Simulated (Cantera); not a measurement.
AlN + H2 + N2 (nitride etching)

Charge: 1 mol AlN, 12 mol H2, 6 mol N2, held at 1448 K and 1.00 bar.

Method: chemical equilibrium by Gibbs-energy minimisation in Cantera with the NASA 1993 tables (ideal gas, pure condensed phases). Candidate condensed phases: Al, AlN; 13 gas species. Equilibrium is a limit: real reactors are often held back by kinetics, nucleation or transport.

```
Item                                  Value
--------------------------------  ---------
x(H2)                                 0.667
x(N2)                                 0.333
x(NH3)                              2.29e-5
x(H)                                7.53e-6
n(AlN(s))                          1.00 mol
gas amount                        18.00 mol
log10 activity of Al(l) (absent)      -5.50
```
